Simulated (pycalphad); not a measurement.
**Effect of B content in Ti-Hf-B**

Computed with pycalphad from the COST 507 light-alloy database (1999), at 1 atm. The database dates from 1999; later assessments differ in places, in temperatures and in the compounds included. Phase fractions are per mole of atoms. Kinetics are ignored, which matters at the lower temperatures.

Problem. One of these alloys has its liquidus at 1926 K, its solidus at 1814 K, and holds hcp 0.99, BM 0.01 at 610 K. Which?
(A) Ti-1.191Hf-0.2074B (wt.%)
(B) Ti-1.185Hf-0.05158B (wt.%)
(C) Ti-1.186Hf-0.07632B (wt.%)
(D) Ti-1.189Hf-0.1553B (wt.%)
(E) Ti-1.183Hf-0.01344B (wt.%)

Solution. D, Ti-1.189Hf-0.1553B (wt.%). The others: Ti-1.183Hf-0.01344B (wt.%), liquidus 1939, solidus 1900; Ti-1.185Hf-0.05158B (wt.%), liquidus 1935, solidus 1814; Ti-1.186Hf-0.07632B (wt.%), liquidus 1933, solidus 1814; Ti-1.191Hf-0.2074B (wt.%), liquidus 1921, solidus 1814

Database names, with the compositions (at.%) that they take in these runs: BM: Ti 50 B 50.
